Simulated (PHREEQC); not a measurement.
Consider water at 75 °C with 0.15 mol Ni(NO3)2, 0.001 mol KCl and 0.052 mol MnSO4 per kg of water. Closed to the air; pH follows from the charge balance.

The numbers come from PHREEQC with the ion-association model, wateq4f.dat.

No solid was allowed to form.

### Question
Order these S species by the share of S that they hold, largest first: MnSO4, SO4-2, NiSO4.

### Answer
NiSO4 (47 %), SO4-2 (34 %), MnSO4 (19 %)

### Question
Order these Mn species by the share of Mn that they hold, largest first: MnSO4, Mn+2, Mn(NO3)2.

### Answer
Mn+2 (79 %), MnSO4 (19 %), Mn(NO3)2 (1.7 %)

The pH is 5.17 and the ionic strength 0.518 mol/kgw. Complexes and solids missing from the database can't appear. At this temperature some constants are extrapolated from 25 °C, and those without enthalpy data are left unchanged.
